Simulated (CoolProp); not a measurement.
Isohexane along the isotherm 392.3 K: density (kg/m³) from the reference equation and from simpler models built on Tc = 497.7 K, pc = 3.043 MPa, ω = 0.280; each cubic takes its own stable root.

The numbers come from the reference Helmholtz-energy equation of state, Lemmon 2006 in CoolProp. It is a short technical equation, of lower accuracy than the large ones.

| p (MPa) | phase | reference |
|---|---|---|
| 0.57 | liquid | 551.4 |
| 1.14 | liquid | 553.2 |
| 1.71 | liquid | 554.9 |
| 2.28 | liquid | 556.6 |
| 2.85 | liquid | 558.2 |
| 3.42 | liquid | 559.8 |
| 3.99 | liquid | 561.4 |
| 4.56 | liquid | 562.9 |

Task: How far does each simpler model (Redlich-Kwong, Peng-Robinson) lie from the reference over these 8 states: mean and median of the absolute difference, and the worst?

Result: 
- Redlich-Kwong: mean 23.7 %, median 13.4 %, worst -96.8 % at 392.3 K and 0.57 MPa
- Peng-Robinson: mean 2.6 %, median 2.7 %, worst +3.3 % at 392.3 K and 4.56 MPa

At some of these states Redlich-Kwong gives the other phase, because its saturation line lies elsewhere.
